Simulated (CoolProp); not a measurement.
Tetrahydrofuran along the isotherm 505.1 K: density (kg/m³) from the reference equation and from simpler models built on Tc = 540.2 K, pc = 5.304 MPa, ω = 0.234; each cubic takes its own stable root.

Computed with CoolProp (reference Helmholtz-energy equation of state, Fiedler 2023).

| p (MPa) | phase | reference |
|---|---|---|
| 0.0419 | gas | 0.7218 |
| 0.0746 | gas | 1.288 |
| 0.133 | gas | 2.308 |
| 0.236 | gas | 4.130 |
| 0.419 | gas | 7.449 |
| 0.746 | gas | 13.66 |
| 1.33 | gas | 25.86 |
| 2.36 | gas | 52.79 |
| 4.19 | liquid | 587.1 |
| 7.46 | liquid | 615.2 |
| 13.3 | liquid | 646.5 |

**Question.** How far does each simpler model (van der Waals, Redlich-Kwong, Soave-Redlich-Kwong, Peng-Robinson) lie from the reference over these 11 states: mean and median of the absolute difference, and the worst?

**Answer.** 
- van der Waals: mean 10.6 %, median 1.2 %, worst -40.0 % at 505.1 K and 4.19 MPa
- Redlich-Kwong: mean 4.4 %, median 0.2 %, worst -19.7 % at 505.1 K and 4.19 MPa
- Soave-Redlich-Kwong: mean 3.6 %, median 0.1 %, worst -15.9 % at 505.1 K and 4.19 MPa
- Peng-Robinson: mean 1.1 %, median 0.6 %, worst -5.2 % at 505.1 K and 4.19 MPa
